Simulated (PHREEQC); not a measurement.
Model water analysis in mg/L, 25 °C, pH 3.05, pe 10.5: Na 12.1; K 0.635; Ca 91.1; Mg 6.3; Cl 66.5; S(6) as SO4 278; Sr 2.05; Zn 0.708.

Valence states are taken as typed.

Model: ion-association model, phreeqc.dat, run in PHREEQC.

Each row changes one thing in this solution. This is a speciation only: nothing precipitates in the calculation.

| case | ionic strength (mol/kgw) | SO4-2 (mol/kgw) | Mg+2 (mol/kgw) | HSO4- (mol/kgw) | MgSO4 (mol/kgw) | NaSO4- (mol/kgw) | SI of Gypsum (CaSO4:2H2O) | SI of Halite (NaCl) |
|---|---|---|---|---|---|---|---|---|
| as made | 0.0108 | 0.00234 | 0.000209 | 0.000148 | 5.02e-5 | 4.02e-6 | -1.13 | -7.67 |
| K from 0.635 to 1.27 mg/L | 0.0108 | 0.00234 | 0.000209 | 0.000148 | 5.01e-5 | 4.02e-6 | -1.13 | -7.67 |
| temperature from 25 to 70 °C at the same typed pH | 0.0101 | 0.00202 | 0.000168 | 0.000389 | 9.09e-5 | 4.34e-6 | -1.11 | -7.71 |
| Na from 12.1 to 6.05 mg/L | 0.0106 | 0.00234 | 0.000209 | 0.000149 | 5.03e-5 | 2.02e-6 | -1.13 | -7.97 |

Complexes and solids missing from the database can't appear. At this temperature some constants are extrapolated from 25 °C, and those without enthalpy data are left unchanged.
